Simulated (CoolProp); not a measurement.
Model: reference Helmholtz-energy equation of state, Akasaka 2019, in CoolProp.

### Question
For R1234ze(Z), give the phase and the Z, Joule-Thomson coefficient (K/MPa), expansivity (1/kK), fugacity coefficient at 99.45 °C and 5.09 MPa; 109.05 °C and 5.09 MPa; 118.65 °C and 5.09 MPa.

### Answer
- 99.45 °C and 5.09 MPa: liquid; Z 0.183, Joule-Thomson coefficient 0.195, expansivity 3.49, fugacity coefficient 0.235
- 109.05 °C and 5.09 MPa: liquid; Z 0.185, Joule-Thomson coefficient 0.326, expansivity 3.92, fugacity coefficient 0.275
- 118.65 °C and 5.09 MPa: liquid; Z 0.188, Joule-Thomson coefficient 0.504, expansivity 4.52, fugacity coefficient 0.319
